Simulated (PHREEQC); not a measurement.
Make-up at 75 °C: 0.21 mol CdCl2 per kg of water. Closed to the air; pH follows from the charge balance.

All values are PHREEQC results (ion-association model, wateq4f.dat), not measurements.

### Question
The ionic strength comes out as 0.204 mol/kgw. What activity coefficients do Cd+2, Cl-, CdCl+, H+, CdCl3- get?

### Answer
Cd+2 0.27, Cl- 0.69, CdCl+ 0.72, H+ 0.78, CdCl3- 0.72.

This is a speciation only: nothing precipitates in the calculation. Species that the database lacks are ignored. Away from 25 °C the constants follow the database's enthalpies or fits; those with neither stay at their 25 °C values.
